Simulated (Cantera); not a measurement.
Nitride etching: BN + H₂ + N₂

Feed: 1 mol BN, 15 mol H₂, 9.6 mol N₂, held at 68.0 Pa.

Cantera equilibrium calculation (NASA polynomials, part measured and part estimated; ideal gas, pure solids and liquids). Candidate condensed phases: B, BN; 15 gas species. The tables' values for BH₂ are old estimates; treat these amounts as uncertain. Kinetics and transport are ignored.

| T (°C) | x H₂ | x N₂ | x H | x B | x BH₂ | n BN(s) | n B(s) |
|---|---|---|---|---|---|---|---|
| 527 | 0.610 | 0.390 | 8.67e-11 | <1e-12 | <1e-12 | 1.00 | 0 |
| 627 | 0.610 | 0.390 | 3.50e-9 | <1e-12 | <1e-12 | 1.00 | 0 |
| 727 | 0.610 | 0.390 | 6.80e-8 | <1e-12 | <1e-12 | 1.00 | 0 |
| 827 | 0.610 | 0.390 | 7.74e-7 | <1e-12 | <1e-12 | 1.00 | 0 |
| 927 | 0.610 | 0.390 | 5.91e-6 | <1e-12 | 3.69e-12 | 1.00 | 0 |
| 1027 | 0.610 | 0.390 | 3.31e-5 | <1e-12 | 1.14e-10 | 1.00 | 0 |
| 1127 | 0.610 | 0.390 | 0.000146 | <1e-12 | 2.15e-9 | 1.00 | 0 |
| 1227 | 0.609 | 0.390 | 0.000527 | 1.29e-11 | 2.73e-8 | 1.000 | 0 |
| 1327 | 0.608 | 0.390 | 0.00163 | 7.35e-10 | 2.51e-7 | 1.000 | 0 |
| 1427 | 0.606 | 0.389 | 0.00440 | 2.59e-8 | 1.77e-6 | 1.000 | 0 |
| 1527 | 0.601 | 0.388 | 0.0106 | 6.12e-7 | 9.93e-6 | 1.000 | 0 |
| 1627 | 0.591 | 0.386 | 0.0234 | 1.04e-5 | 4.61e-5 | 0.999 | 0 |
| 1727 | 0.571 | 0.381 | 0.0471 | 0.000132 | 0.000180 | 0.992 | 0 |
| 1827 | 0.527 | 0.385 | 0.0868 | 0.000955 | 0.000426 | 0 | 0.963 |
x: gas mole fraction; n: condensed amount in mol.

From 527 °C to 1727 °C the condensed part is BN(s). At 1827 °C the condensed part is B(s).
